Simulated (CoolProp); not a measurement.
Normal hydrogen at 293.15 K and 4.81 MPa is throttled through a valve to 2.32 MPa with no heat exchange. Each further row changes one setting.

Values from CoolProp's reference Helmholtz-energy equation of state, Leachman 2009.

| case | temperature change (K) | final phase | final density (kg/m³) |
|---|---|---|---|
| as stated | +0.8 | supercritical | 1.89 |
| outlet pressure 0.696 MPa | +1.3 | gas | 0.571 |
| outlet pressure 3.02 MPa | +0.6 | supercritical | 2.45 |
